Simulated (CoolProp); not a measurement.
Vapour-liquid equilibrium of acetone (1) + n-dodecane (2) at 173.35 °C; x and y are mole fractions of (1).

Computed with CoolProp (multi-fluid Helmholtz-energy mixture model, Lemmon 2006 and Lemmon 2004; pair parameters Bell 2016).

```tsv
x	bubble pressure, mixture model (kPa)	bubble pressure, Raoult's law (kPa)	y, mixture model	y, Raoult's law
0.05	107.1	118.8	0.701	0.742
0.125	247.5	248.7	0.872	0.887
0.2	406.0	378.6	0.923	0.932
0.275	565.3	508.5	0.945	0.954
0.35	712.9	638.4	0.957	0.967
0.425	842.6	768.3	0.964	0.976
0.5	955.0	898.2	0.969	0.982
0.575	1055	1028	0.973	0.987
0.65	1151	1158	0.976	0.990
0.725	1250	1288	0.980	0.993
0.8	1361	1418	0.984	0.995
0.875	1492	1548	0.989	0.997
0.95	1647	1678	0.995	0.999
```

The largest gap from Raoult's law is +11.7 % in bubble pressure, at x = 0.35. No azeotrope shows between x = 0.05 and 0.95.

Pair parameters are fitted to limited data, so mixtures are less certain than the pure fluids. The gap from Raoult's law changes sign with composition, which may be real or a fault of the pair parameters; it wasn't checked against measurements.
